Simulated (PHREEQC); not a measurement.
Consider water at 4.8 °C with 0.022 mol LiOH per kg of water. Closed to the air; pH follows from the charge balance.

Computed with PHREEQC (ion-association model, phreeqc.dat).

Precipitation was switched off in this run.

Q: What pH, specific conductance does the model give?

A: pH 13.02; specific conductance 2750 µS/cm.

Constants without temperature data keep their 25 °C values here.
